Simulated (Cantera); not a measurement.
Gas mixture: NH3 : CO : CH4 = 0.25 : 0.78 : 0.3 (molar parts), at 110 Pa, frozen composition.

Cantera's kinetic-theory transport with the Lennard-Jones parameters of GRI-Mech 3.0, ideal gas; thermal conductivity in the multicomponent form. Polar gases are described roughly by these parameters. The composition is frozen, though it would react at the higher temperatures.

D: mixture-averaged diffusion coefficient of that species in the mixture.

```csv
T (K),ρ (kg/m³),cp (J/kg/K),μ (µPa s),λ (mW/m/K),Pr,D (cm²/s) H,D (cm²/s) CH3,D (cm²/s) H2O
400,0.000769,1447,19.0,39.0,0.704,1830,349,354
650,0.000473,1697,27.3,66.4,0.698,4290,816,891
900,0.000342,1926,34.4,95.1,0.697,7470,1420,1610
1150,0.000267,2113,40.8,124,0.697,11300,2150,2490
1400,0.000220,2255,…,…,0.696,…,…,…
1650,0.000186,2365,…,…,0.696,…,…,…
```

Q: Some entries are withheld; supply them.

A: 
- 1400, μ (µPa s): 46.6
- 1400, λ (mW/m/K): 151
- 1400, D (cm²/s) H: 15700
- 1400, D (cm²/s) CH3: 2990
- 1400, D (cm²/s) H2O: 3510
- 1650, μ (µPa s): 52.0
- 1650, λ (mW/m/K): 177
- 1650, D (cm²/s) H: 20600
- 1650, D (cm²/s) CH3: 3930
- 1650, D (cm²/s) H2O: 4650
